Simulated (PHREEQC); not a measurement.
A PHREEQC speciation (ion-association model, phreeqc.dat) at 25 °C gives pH 5.71 and these molalities:

```
species     mol/kgw
----------  -------
SO4-2         0.165
Mn+2          0.146
MnSO4         0.124
Zn+2         0.0679
ZnSO4        0.0633
Zn(SO4)2-2   0.0488
```

Task: What are the element totals, and what could have been dissolved in 1 kg of water to give them?

Result: One answer among several that fit: totals Mn(2) 0.270, S(6) 0.450, Zn 0.180 mol/kgw, from 0.18 mol/kgw ZnSO4 and 0.27 mol/kgw MnSO4.

No solid was allowed to form. Ionic strength above about 0.7 mol/kgw puts this run outside the model's range. Complexes and solids missing from the database can't appear.
